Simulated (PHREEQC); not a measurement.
0.99 g of hydrous ferric oxide (600 m²/g; 0.2 weak and 0.005 strong sites per Fe, Dzombak-Morel constants, diffuse double layer) in 1 kg of water with 0.3 mol/kgw of an inert sodium salt, at 25 °C; the pH is set by adding NaOH or the inert anion's acid. O2 is buffered at 0.21 atm. No CO2 enters from the air. Precipitation was switched off in this run.

All values are PHREEQC results (ion-association model, wateq4f.dat), not measurements.

```
pH   surface charge σ (C/m²)  surface potential ψ (mV)
---  -----------------------  ------------------------
3                      0.368                       125
3.5                    0.363                       125
4                      0.349                       123
4.5                    0.318                       118
5                      0.269                       110
5.5                    0.210                        98
6                      0.154                        83
6.5                    0.106                        65
7                      0.066                        46
7.5                    0.034                        26
8                      0.006                         5
8.5                   -0.021                       -17
9                     -0.051                       -38
```

The oxide is taken as insoluble; below pH 4 it would dissolve.
